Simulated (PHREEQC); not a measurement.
A solution holds 0.0064 mol HF, 0.00031 mol NH4F, 0.0075 mol (NH4)2SiF6 and 0.089 mol H2SO4 per kg of water, at 25 °C. Closed to the air; pH follows from the charge balance.

Computed with PHREEQC (ion-association model, phreeqc.dat).

Precipitation was switched off in this run.

Question: Estimate the pH.

Answer: pH 1.06.

Question: In which forms is F present?

Answer: SiF6-2 84 %, HF 16 % of the F.

Examples of supersaturated solids here: Quartz (slow to form). Others may be too. SiF6-2 is the database's only silicon fluoride.
